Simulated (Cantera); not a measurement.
Cantera run, input and output.

```python
import numpy as np
import cantera as ct

gas = ct.Solution("gri30.yaml")
gas.TPX = 1300, 80000, {'N2O': 1, 'O2': 0.076}
reactor = ct.IdealGasConstPressureReactor(gas, energy="off", clone=False)
net = ct.ReactorNet([reactor])
net.rtol, net.atol = 1e-08, 1e-18
show = ['N2O', 'O2', 'NO2', 'O', 'NO', 'N2']
times = np.geomspace(2e-05, 70, 9)

steps = ct.SolutionArray(gas, extra=["t"])
rows = []
print(f"{'t/s':>10s}{'T/K':>9s}{'P/Pa':>11s}" + "".join(f"{s:>11s}" for s in show))
for t in times:
    while net.time < t:
        t_next = net.step()
        steps.append(gas.state, t=t_next)
    rows.append([np.interp(t, steps.t, y) for y in (steps.T, steps.P, *steps(*show).X.T)])
    print(f"{t:10.3e}{rows[-1][0]:9.1f}{rows[-1][1]:11.4g}" + "".join(f"{x:11.3e}" for x in rows[-1][2:]))
rate = np.gradient(steps.T, steps.t)
print("integrator steps:", len(steps.t))
if steps.T.max() > steps.T[0] + 200:
    print(f"time of steepest temperature rise: {steps.t[rate.argmax()]:.4e} s")
gas.TPX = 1300, 80000, {'N2O': 1, 'O2': 0.076}
gas.equilibrate("TP")
print(f"equilibrium (TP): T = {gas.T:.1f} K  " + "  ".join(f"{s} {gas[s].X[0]:.3e}" for s in show))
```

It prints:

```
       t/s      T/K       P/Pa        N2O         O2        NO2          O         NO         N2
 2.000e-05   1300.0      8e+04  9.293e-01  7.065e-02  6.706e-11  7.073e-06  5.377e-06  4.058e-05
 1.315e-04   1300.0      8e+04  9.289e-01  7.075e-02  5.079e-09  7.306e-06  4.700e-05  3.002e-04
 8.651e-04   1300.0      8e+04  9.262e-01  7.147e-02  2.239e-07  7.303e-06  3.203e-04  2.005e-03
 5.689e-03   1300.0      8e+04  9.087e-01  7.613e-02  6.921e-06  7.276e-06  2.083e-03  1.305e-02
 3.742e-02   1300.0      8e+04  8.048e-01  1.039e-01  8.229e-05  7.047e-06  1.245e-02  7.880e-02
 2.461e-01   1300.0      8e+04  4.081e-01  2.109e-01  3.673e-04  5.606e-06  4.956e-02  3.310e-01
 1.618e+00   1300.0      8e+04  2.698e-02  3.201e-01  5.960e-04  9.976e-07  7.275e-02  5.796e-01
 1.064e+01   1300.0      8e+04  1.531e-06  3.288e-01  8.714e-04  1.142e-07  7.203e-02  5.983e-01
 7.000e+01   1300.0      8e+04  1.426e-06  3.289e-01  8.687e-04  1.142e-07  7.180e-02  5.985e-01
integrator steps: 1071
equilibrium (TP): T = 1300.0 K  N2O 2.505e-08  O2 3.652e-01  NO2 6.005e-06  O 1.203e-07  NO 4.709e-04  N2 6.343e-01
```

Model: GRI-Mech 3.0 (53 species, 325 reactions), integrated in Cantera. GRI-Mech 3.0 was tuned for natural gas; its chemistry of N2O as a main component is partial and can be far from experiment. The mechanism lacks the step 2 NO + O2 → 2 NO2, which can matter for NO2 below about 1400 K. The temperature is held fixed by assumption; the heat of reaction is taken as removed at once.
